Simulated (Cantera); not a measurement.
Feed: 1 mol SiF4, 0.21 mol NH3, 76 mol N2, held at 23000 Pa.

Equilibrium computed with Cantera from the NASA thermochemical tables; the gas is ideal and each condensed phase is pure. Candidate condensed phases: Si, Si3N4; 37 gas species. The tables' values for SiF3, SiF2 are old estimates; treat these amounts as uncertain. Equilibrium is a limit: real reactors are often held back by kinetics, nucleation or transport. All values below are at 1625 K.

Base state: N2 0.982, SiF4 0.0115, H2 0.00329, HF 0.00152, SiF3 0.00135, SiF2 7.38e-5, SiHF3 2.77e-5 (mole fractions); condensed: gas only.

Task: What changes in the equilibrium state with this change: NH3 from 0.21 to 4.2 mol?

Result: 
```tsv
species	before	after
N2	0.982	0.913
H2	0.00329	0.0719
SiF4	0.0115	0.00883
SiHF3	2.77e-5	0.000226
H	8.43e-6	3.95e-5
SiF2	7.38e-5	0.000290
HF	0.00152	0.00316
```
